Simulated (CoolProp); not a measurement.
Properties of chlorine along the isobar 0.41 MPa (Tc = 143.7 °C, pc = 7.642 MPa, ω = 0.070).

Values from CoolProp's reference Helmholtz-energy equation of state, Thol 2021.

```csv
T (°C),phase,Z,Joule-Thomson coefficient (K/MPa),isothermal compressibility (1/MPa)
-39.65,liquid,0.009479,-0.4013,0.001012
-31.55,liquid,0.009292,-0.3896,0.001101
-23.45,liquid,0.009123,-0.3758,0.001201
-15.45,liquid,0.008971,-0.3600,0.001313
-7.35,liquid,0.008833,-0.3413,[?]
0.75,liquid,0.008710,-0.3194,[?]
8.85,gas,0.9350,34.61,[?]
16.95,gas,0.9412,[?],[?]
25.05,gas,0.9466,30.01,2.585
33.15,gas,0.9514,28.03,2.570
41.25,gas,0.9556,26.24,2.558
49.35,gas,0.9593,24.61,2.547
57.45,gas,0.9626,23.12,2.537
65.55,gas,0.9655,21.76,2.529
```

Q: Fill in the missing entries.

A: 
- -7.35, isothermal compressibility (1/MPa): 0.001442
- 0.75, isothermal compressibility (1/MPa): 0.001592
- 8.85, isothermal compressibility (1/MPa): 2.622
- 16.95, Joule-Thomson coefficient (K/MPa): 32.19
- 16.95, isothermal compressibility (1/MPa): 2.602
